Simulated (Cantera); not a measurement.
Charge: 1 mol TiO₂, 0.45 mol C, 2.9 mol H₂, equilibrated at 1750 K and 1330 Pa.

Equilibrium computed with Cantera from the NASA thermochemical tables; the gas is ideal and each condensed phase is pure. Candidate condensed phases: C, C₆H₆, C₇H₈, C₈H₁₈, H₂O, Ti, TiC, TiO, TiO₂, Ti₂O₃, Ti₃O₅, Ti₄O₇; 113 gas species. Mutual solubility and eutectic melting of coexisting phases are not modelled. The numbers say what is thermodynamically allowed, not how fast it happens.

Base state: H₂ 0.863, CO 0.134, H 0.00187, H₂O 0.00112, CO₂ 4.81e-5 (mole fractions); condensed: Ti₂O₃(s) + Ti₃O₅(s).

Question: What changes in the equilibrium state with this change: TiO₂ replaced by CuO?

Answer: 
| species | before | after |
|---|---|---|
| H₂ | 0.863 | 0.692 |
| H₂O | 0.00112 | 0.153 |
| CO | 0.134 | 0.124 |
| Cu | 0 | 0.0224 |
| Cu₂ | 0 | 3.44e-5 |
| CO₂ | 4.81e-5 | 0.00754 |
| OH | 1.42e-7 | 2.17e-5 |
| H | 0.00187 | 0.00168 |
| Ti₂O₃(s), mol | 0.362 | 0 |
| Ti₃O₅(s), mol | 0.0922 | 0 |
| Cu(l), mol | 0 | 0.923 |
Further candidate phases: Cu, CuO, Cu(OH)₂, Cu₂O.

Question: What changes in the equilibrium state with this change: pressure from 1330 Pa to 440000 Pa?

Answer: 
```json
[
 {"species": "H₂", "before": "0.863", "after": "0.864"},
 {"species": "CO", "before": "0.134", "after": "0.134"},
 {"species": "H₂O", "before": "0.00112", "after": "0.00112"},
 {"species": "H", "before": "0.00187", "after": "0.000103"},
 {"species": "CH₄", "before": "4.59e-9", "after": "0.000501"},
 {"species": "CO₂", "before": "4.81e-5", "after": "4.80e-5"},
 {"species": "Ti₂O₃(s), mol", "before": "0.362", "after": "0.357"},
 {"species": "Ti₃O₅(s), mol", "before": "0.0922", "after": "0.0956"}
]
```
